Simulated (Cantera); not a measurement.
Input: 1 mol Si₂Cl₆, 32 mol NH₃, 0.21 mol H₂, equilibrated at 1.33 mbar.

Equilibrium computed with Cantera from the NASA thermochemical tables; the gas is ideal and each condensed phase is pure. Candidate condensed phases: NH₄Cl, Si, Si₃N₄; 28 gas species. The feed counts by its element totals alone. Equilibrium is a limit: real reactors are often held back by kinetics, nucleation or transport.

What share of the Si ends up in condensed phases as a function of T (°C), at 477, 627, 777, 927, 1077, 1227, 1377?


```json
[
 {"T (°C)": "477", "Si condensed (%)": "99.8", "as": "Si₃N₄(s)"},
 {"T (°C)": "627", "Si condensed (%)": "99.9", "as": "Si₃N₄(s)"},
 {"T (°C)": "777", "Si condensed (%)": "100.0", "as": "Si₃N₄(s)"},
 {"T (°C)": "927", "Si condensed (%)": "99.8", "as": "Si₃N₄(s)"},
 {"T (°C)": "1077", "Si condensed (%)": "96.4", "as": "Si₃N₄(s)"},
 {"T (°C)": "1227", "Si condensed (%)": "74.5", "as": "Si₃N₄(s)"},
 {"T (°C)": "1377", "Si condensed (%)": "43.8", "as": "Si(s)"}
]
```
